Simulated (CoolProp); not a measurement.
Nitrous oxide at 293.15 K and 2.68 MPa is throttled through a valve to 0.273 MPa with no heat exchange. Each further row changes one setting.

Values from CoolProp's reference Helmholtz-energy equation of state, Lemmon 2006. It is a short technical equation, of lower accuracy than the large ones.

```json
[
 {"case": "as stated", "temperature change (K)": "-32.5", "final density (kg/m³)": "5.67"},
 {"case": "outlet pressure 0.0819 MPa", "temperature change (K)": "-35.4", "final density (kg/m³)": "1.69"},
 {"case": "outlet pressure 0.355 MPa", "temperature change (K)": "-31.3", "final density (kg/m³)": "7.39"}
]
```
